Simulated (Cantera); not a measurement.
Input (Python, Cantera):

```python
import numpy as np
import cantera as ct

gas = ct.Solution("gri30.yaml")
gas.TPX = 950, 1000000, {'H2': 1, 'O2': 0.595, 'N2': 2.24}
reactor = ct.IdealGasReactor(gas, energy="on", clone=False)
net = ct.ReactorNet([reactor])
net.rtol, net.atol = 1e-08, 1e-16
show = ['H2', 'O2', 'H2O2', 'NO', 'HO2', 'OH', 'H2O']
times = np.geomspace(6e-06, 0.2, 15)

steps = ct.SolutionArray(gas, extra=["t"])
rows = []
print(f"{'t/s':>10s}{'T/K':>9s}{'P/Pa':>11s}" + "".join(f"{s:>11s}" for s in show))
for t in times:
    while net.time < t:
        t_next = net.step()
        steps.append(gas.state, t=t_next)
    rows.append([np.interp(t, steps.t, y) for y in (steps.T, steps.P, *steps(*show).X.T)])
    print(f"{t:10.3e}{rows[-1][0]:9.1f}{rows[-1][1]:11.4g}" + "".join(f"{x:11.3e}" for x in rows[-1][2:]))
rate = np.gradient(steps.T, steps.t)
print("integrator steps:", len(steps.t))
if steps.T.max() > steps.T[0] + 200:
    print(f"time of steepest temperature rise: {steps.t[rate.argmax()]:.4e} s")
gas.TPX = 950, 1000000, {'H2': 1, 'O2': 0.595, 'N2': 2.24}
gas.equilibrate("UV")
print(f"equilibrium (UV): T = {gas.T:.1f} K  " + "  ".join(f"{s} {gas[s].X[0]:.3e}" for s in show))
```

It prints:

```
       t/s      T/K       P/Pa         H2         O2       H2O2         NO        HO2         OH        H2O
 6.000e-06    950.0      1e+06  2.608e-01  1.551e-01  2.729e-12  1.030e-24  8.696e-10  1.878e-13  3.916e-11
 1.262e-05    950.0      1e+06  2.608e-01  1.551e-01  1.224e-11  2.369e-24  1.839e-09  1.906e-13  8.471e-11
 2.656e-05    950.0      1e+06  2.608e-01  1.551e-01  5.442e-11  5.306e-24  3.880e-09  1.970e-13  1.829e-10
 5.589e-05    950.0      1e+06  2.608e-01  1.551e-01  2.406e-10  1.202e-23  8.186e-09  2.118e-13  4.006e-10
 1.176e-04    950.0      1e+06  2.608e-01  1.551e-01  1.062e-09  2.868e-23  1.730e-08  2.493e-13  9.161e-10
 2.474e-04    950.0      1e+06  2.608e-01  1.551e-01  4.695e-09  7.717e-23  3.679e-08  3.564e-13  2.332e-09
 5.206e-04    950.0      1e+06  2.608e-01  1.551e-01  2.083e-08  2.628e-22  7.979e-08  7.096e-13  7.502e-09
 1.095e-03    950.0      1e+06  2.608e-01  1.551e-01  9.377e-08  1.338e-21  1.846e-07  2.054e-12  3.485e-08
 2.305e-03    950.0      1e+06  2.608e-01  1.551e-01  4.703e-07  1.325e-20  5.233e-07  8.431e-12  2.445e-07
 4.850e-03    950.0      1e+06  2.608e-01  1.551e-01  3.373e-06  3.042e-19  2.160e-06  5.508e-11  2.695e-06
 1.020e-02    950.7  1.001e+06  2.607e-01  1.551e-01  3.199e-05  6.319e-18  7.963e-06  4.963e-10  4.708e-05
 2.147e-02    961.0  1.011e+06  2.597e-01  1.545e-01  2.647e-04  2.443e-16  2.584e-05  5.219e-09  9.385e-04
 4.518e-02   2955.6  2.748e+06  1.337e-02  2.237e-02  3.432e-06  1.349e-02  2.737e-05  1.979e-02  2.705e-01
 9.505e-02   2955.6  2.748e+06  1.337e-02  2.237e-02  3.432e-06  1.349e-02  2.737e-05  1.979e-02  2.705e-01
 2.000e-01   2955.6  2.748e+06  1.337e-02  2.237e-02  3.432e-06  1.349e-02  2.737e-05  1.979e-02  2.705e-01
integrator steps: 1823
time of steepest temperature rise: 2.9754e-02 s
equilibrium (UV): T = 2955.6 K  H2 1.337e-02  O2 2.237e-02  H2O2 3.432e-06  NO 1.349e-02  HO2 2.737e-05  OH 1.979e-02  H2O 2.705e-01
```

Model: GRI-Mech 3.0 (53 species, 325 reactions), integrated in Cantera. The hydrogen kinetics of GRI-Mech 3.0 are dated; newer H2 mechanisms differ, most at raised pressure.
